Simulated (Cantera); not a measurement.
A closed system holds: 1 mol Si3N4, 3.2 mol N2O, 11 mol H2, held at 10.0 mbar.

Method: chemical equilibrium by Gibbs-energy minimisation in Cantera with the NASA 1993 tables (ideal gas, pure condensed phases). Candidate condensed phases: H2O, Si, SiO2, Si2N2O, Si3N4; 35 gas species. Mutual solubility and eutectic melting of coexisting phases are not modelled. The tables hold silica as quartz up to 1696 K and as liquid above; real silica turns to tridymite and cristobalite and melts near 1996 K. Kinetics and transport are ignored.

x: gas mole fraction; n: condensed amount in mol.

```json
[
 {"T (°C)": "1250", "x H2": "0.718", "x N2": "0.279", "x SiO": "0.00290", "x H": "0.000196", "x H2O": "8.17e-5", "x Si": "2.47e-9", "n SiO2(β-quartz)": "1.12", "n Si2N2O(s)": "0.919", "n SiO2(condensed)": "0"},
 {"T (°C)": "1275", "x H2": "0.715", "x N2": "0.279", "x SiO": "[?]", "x H": "[?]", "x H2O": "8.56e-5", "x Si": "[?]", "n SiO2(β-quartz)": "1.10", "n Si2N2O(s)": "0.906", "n SiO2(condensed)": "0"},
 {"T (°C)": "1300", "x H2": "0.710", "x N2": "0.279", "x SiO": "0.0102", "x H": "0.000343", "x H2O": "8.93e-5", "x Si": "1.69e-8", "n SiO2(β-quartz)": "1.08", "n Si2N2O(s)": "0.881", "n SiO2(condensed)": "0"},
 {"T (°C)": "1325", "x H2": "0.702", "x N2": "0.279", "x SiO": "0.0185", "x H": "0.000446", "x H2O": "9.25e-5", "x Si": "4.22e-8", "n SiO2(β-quartz)": "1.04", "n Si2N2O(s)": "0.837", "n SiO2(condensed)": "0"},
 {"T (°C)": "1350", "x H2": "0.688", "x N2": "0.278", "x SiO": "0.0331", "x H": "0.000573", "x H2O": "9.48e-5", "x Si": "1.03e-7", "n SiO2(β-quartz)": "0.956", "n Si2N2O(s)": "0.758", "n SiO2(condensed)": "0"},
 {"T (°C)": "1375", "x H2": "0.664", "x N2": "0.277", "x SiO": "0.0580", "x H": "0.000726", "x H2O": "9.55e-5", "x Si": "2.43e-7", "n SiO2(β-quartz)": "0.812", "n Si2N2O(s)": "0.614", "n SiO2(condensed)": "0"},
 {"T (°C)": "1400", "x H2": "0.624", "x N2": "0.275", "x SiO": "0.100", "x H": "0.000899", "x H2O": "9.33e-5", "x Si": "5.60e-7", "n SiO2(β-quartz)": "0.544", "n Si2N2O(s)": "0.346", "n SiO2(condensed)": "0"},
 {"T (°C)": "1425", "x H2": "0.578", "x N2": "0.274", "x SiO": "0.147", "x H": "0.00110", "x H2O": "0.000104", "x Si": "9.51e-7", "n SiO2(β-quartz)": "0", "n Si2N2O(s)": "0", "n SiO2(condensed)": "0.198"},
 {"T (°C)": "1450", "x H2": "0.578", "x N2": "0.273", "x SiO": "0.147", "x H": "[?]", "x H2O": "[?]", "x Si": "[?]", "n SiO2(β-quartz)": "0", "n Si2N2O(s)": "0", "n SiO2(condensed)": "0.197"},
 {"T (°C)": "1475", "x H2": "0.577", "x N2": "0.273", "x SiO": "0.147", "x H": "0.00174", "x H2O": "0.000301", "x Si": "6.05e-7", "n SiO2(β-quartz)": "0", "n Si2N2O(s)": "0", "n SiO2(condensed)": "0.194"}
]
```

Q: Fill in the missing entries.

A: 
- 1450, x H: 0.00139
- 1450, x H2O: 0.000178
- 1450, x Si: 7.55e-7
- 1275, x SiO: 0.00549
- 1275, x H: 0.000260
- 1275, x Si: 6.57e-9
